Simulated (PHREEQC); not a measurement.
Solution (20 °C): 0.27 mol/kgw NaHS and 3.2e-05 mol/kgw NaHCO3. Closed to the air; pH follows from the charge balance.

Model: ion-association model, phreeqc.dat, run in PHREEQC.

Task: The ionic strength comes out as 0.270 mol/kgw. What activity coefficients do CO3-2, Na+, HS-, NaCO3-, HCO3- get?

Result: CO3-2 0.28, Na+ 0.74, HS- 0.68, NaCO3- 0.74, HCO3- 0.73.

No solid was allowed to form.
